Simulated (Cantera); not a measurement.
# Premixed flame

A freely propagating, adiabatic, planar premixed flame of H2 : O2 : N2 : H2O = 1.3 : 0.227 : 0.855 : 0.21 (molar parts), equivalence ratio 2.9, unburnt at 623 K and 100000 Pa; mixture-averaged transport, grid criteria slope 0.08 and curve 0.16, no radiation.

Cantera simulation using the H2/O2 subset of GRI-Mech 3.0, which has no nitrogen chemistry; the numbers are that mechanism's predictions, not measurements. Burning velocities carry a grid error of a few per cent, more on coarse grids.

| z (mm) | T (K) | u (m/s) | x H2 | x O2 | x H2O | x OH | x H | x O |
|---|---|---|---|---|---|---|---|---|
| -1.38 | 623 | 7.44 | 0.502 | 0.0876 | 0.0810 | <1e-8 | <1e-8 | <1e-8 |
| -0.921 | 623 | 7.44 | 0.502 | 0.0876 | 0.0810 | <1e-8 | <1e-8 | <1e-8 |
| -0.691 | 623 | 7.44 | 0.502 | 0.0876 | 0.0810 | <1e-8 | <1e-8 | <1e-8 |
| -0.460 | 623 | 7.44 | 0.501 | 0.0876 | 0.0810 | <1e-8 | 1.64e-7 | <1e-8 |
| -0.230 | 658 | 7.80 | 0.496 | 0.0873 | 0.0836 | 6.07e-5 | 0.000327 | 1.40e-5 |
| -0.115 | 852 | 9.89 | 0.470 | 0.0809 | 0.103 | 0.000351 | 0.00565 | 0.000179 |
| 0 | 1164 | 13.2 | 0.407 | 0.0560 | 0.160 | 0.000892 | 0.0282 | 0.00111 |
| 0.115 | 1388 | 15.7 | 0.345 | 0.0205 | 0.230 | 0.00155 | 0.0530 | 0.00126 |
| 0.230 | 1492 | 16.8 | 0.323 | 0.00493 | 0.261 | 0.00163 | 0.0594 | 0.000582 |
| 0.460 | 1582 | 17.7 | 0.322 | 0.000396 | 0.271 | 0.00167 | 0.0531 | 0.000250 |
| 0.921 | 1668 | 18.5 | 0.329 | 6.56e-5 | 0.273 | 0.00162 | 0.0412 | 0.000165 |
| 1.84 | 1748 | 19.3 | 0.337 | 3.55e-5 | 0.275 | 0.00140 | 0.0294 | 9.64e-5 |
| 3.68 | 1814 | 19.9 | 0.344 | 1.69e-5 | 0.277 | 0.00107 | 0.0194 | 4.66e-5 |
x: mole fraction of selected species; z is measured from the peak of heat release.

| Item | Result |
|---|---|
| laminar burning velocity | 744 cm/s |
| thermal thickness | 0.460 mm |
| peak x(OH) | 0.00168 |
| peak x(H) | 0.0594 |
| peak x(O) | 0.00144 |
| grid points | 112 |
